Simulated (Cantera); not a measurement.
Input: 1 mol SiC, 3 mol H2O, 57 mol N2, 0.032 mol O2, 0.022 mol NH3, equilibrated at 1.40 bar.

Equilibrium computed with Cantera from the NASA thermochemical tables; the gas is ideal and each condensed phase is pure. Candidate condensed phases: C, C6H6, C7H8, C8H18, H2O, Si, SiC, SiO2, Si2N2O, Si3N4; 151 gas species. The tables hold silica as quartz up to 1696 K and as liquid above; real silica turns to tridymite and cristobalite and melts near 1996 K. Rates play no part.

x: gas mole fraction; n: condensed amount in mol.

```tsv
T (K)	x N2	x H2	x CO	x H2O	n SiO2(β-quartz)	n SiO2(condensed)	n SiO2(l)
1100	0.934	0.0488	0.0161	0.000803	1.00	0	0
1200	0.934	0.0488	0.0162	0.000847	1.00	0	0
1300	0.934	0.0488	0.0162	0.000883	1.00	0	0
1400	0.934	0.0488	0.0162	0.000909	1.00	0	0
1500	0.934	0.0488	0.0163	0.000929	1.000	0	0
1600	0.934	0.0487	0.0163	0.000945	1.000	0	0
1700	0.934	0.0487	0.0163	0.000964	0	0.999	0
1800	0.934	0.0486	0.0163	0.00103	0	0.995	0
1900	0.934	0.0483	0.0163	[?]	0	0.978	0
2000	0.933	0.0474	0.0162	[?]	0	0	0.928
2100	0.931	0.0456	0.0161	[?]	0	0	0.826
```

Task: Complete the blanks.

Result: 
- 1900, x H2O: 0.00131
- 2000, x H2O: 0.00207
- 2100, x H2O: 0.00363
